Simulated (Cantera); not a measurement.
## Fluorocarbon and chlorocarbon gases: C₂F₆ + H₂

Feed: 1 mol C₂F₆, a varied amount of H₂, at 1223.15 K and 6500 Pa.

Equilibrium computed with Cantera from the NASA thermochemical tables; the gas is ideal and each condensed phase is pure. Candidate condensed phases: C, C₆H₆, C₇H₈, C₈H₁₈; 95 gas species. The feed counts by its element totals alone. Gases not in the tables: C₂F₆ and larger saturated fluorocarbons. Rates play no part.

| n(H₂) (mol) | log p HF | log p H₂ | log p CF₄ | log p CH₄ | log p CHF₃ | n C(graphite) |
|---|---|---|---|---|---|---|
| 0.41 | -1.60 | -10.39 | -1.40 | <-13 | -6.99 | 0.705 |
| 0.68 | -1.45 | -10.04 | -1.52 | <-13 | -6.91 | 0.840 |
| 1.1 | -1.34 | -9.72 | -1.71 | <-13 | -6.89 | 1.05 |
| 1.9 | -1.25 | -9.34 | -2.09 | <-13 | -6.98 | 1.45 |
| 3.1 | -1.19 | -2.97 | <-13 | -7.82 | <-13 | 2.00 |
| 5.1 | -1.32 | -1.77 | <-13 | -5.42 | <-13 | 2.00 |
| 8.3 | -1.46 | -1.52 | <-13 | -4.91 | <-13 | 2.00 |
| 14 | -1.64 | -1.38 | <-13 | -4.63 | <-13 | 1.99 |
log p: log10 of the partial pressure in bar; n: condensed amount in mol.

From 0.41 mol H₂ to 14 mol H₂ the condensed part is C(graphite). The main C-bearing gas is CF₄ at 0.41 mol H₂ and CH₄ at 14 mol H₂.
